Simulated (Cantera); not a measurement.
Mixture: CH4 : C2H6 : C3H8 : O2 : N2 = 1 : 0.047 : 0.083 : 1.72 : 6.47 (molar parts), at 9.87 atm, adiabatic and at constant pressure. Ignition delay is the time to a rise of 400 K.

Detailed kinetics in Cantera: GRI-Mech 3.0 (53 species, 325 reactions).

Problem. Predict: delay at 1250 K; delay at 1350 K; delay at 1450 K; delay at 1550 K; delay at 1650 K; apparent activation energy between 1600 and 1700 K.

Solution. 
```
Item                                                     Value
--------------------------------------------------  ----------
delay at 1250 K                                       0.933 ms
delay at 1350 K                                       0.265 ms
delay at 1450 K                                        84.7 µs
delay at 1550 K                                        31.8 µs
delay at 1650 K                                        14.0 µs
apparent activation energy between 1600 and 1700 K  170 kJ/mol
```
